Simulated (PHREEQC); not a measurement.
Make-up at 25 °C: 0.013 mol H2SO4, 0.012 mol Fe(NO3)3 and 0.0066 mol CO2 per kg of water. Closed to the air; pH follows from the charge balance.

All values are PHREEQC results (ion-association model, phreeqc.dat), not measurements.

The ionic strength comes out as 0.0540 mol/kgw. What activity coefficients do H+, FeHSO4+2, NO3-, Fe(OH)2+, SO4-2 get?

H+ 0.85, FeHSO4+2 0.44, NO3- 0.80, Fe(OH)2+ 0.82, SO4-2 0.45.

No solid was allowed to form. Saturation is exceeded, for instance for Hematite (slow to form), Goethite (slow to form); the values hold only as long as no solid forms.
